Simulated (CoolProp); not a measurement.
Properties of water along the isobar 15.8 MPa (Tc = 373.9 °C, pc = 22.06 MPa, ω = 0.344).

Values from CoolProp's reference Helmholtz-energy equation of state, Wagner 2002.

| T (°C) | phase | Z | cp (kJ/(kg K)) | cv (kJ/(kg K)) | speed of sound (m/s) | Joule-Thomson coefficient (K/MPa) | conductivity (mW/(m K)) |
|---|---|---|---|---|---|---|---|
| 330.25 | liquid | 0.08703 | 6.732 | 3.028 | 771.4 | 0.4307 | 509 |
| 352.15 | gas | 0.5704 | 10.27 | 3.279 | 454.3 | 7.251 | 111 |
| 374.15 | gas | 0.6707 | 5.905 | 2.682 | 505.2 | 6.961 | 90.4 |
| 396.15 | gas | 0.7313 | 4.573 | 2.404 | 538.0 | 6.529 | 84.3 |
| 418.15 | gas | 0.7745 | 3.901 | 2.235 | 563.5 | 6.078 | 81.9 |
| 440.05 | gas | 0.8074 | 3.500 | 2.125 | 584.8 | 5.643 | 81.2 |
| 462.05 | gas | 0.8337 | 3.236 | 2.049 | 603.4 | 5.231 | 81.5 |
| 484.05 | gas | 0.8551 | 3.052 | 1.996 | 620.0 | 4.849 | 82.4 |
| 505.95 | gas | 0.8728 | 2.919 | 1.960 | 635.2 | 4.499 | 83.8 |
| 527.95 | gas | 0.8878 | 2.821 | 1.934 | 649.3 | 4.178 | 85.5 |
| 549.95 | gas | 0.9006 | 2.746 | 1.917 | 662.5 | 3.885 | 87.5 |
| 571.85 | gas | 0.9116 | 2.690 | 1.906 | 674.9 | 3.619 | 89.7 |

Thermal conductivity comes from a separate model (Huber 2012).
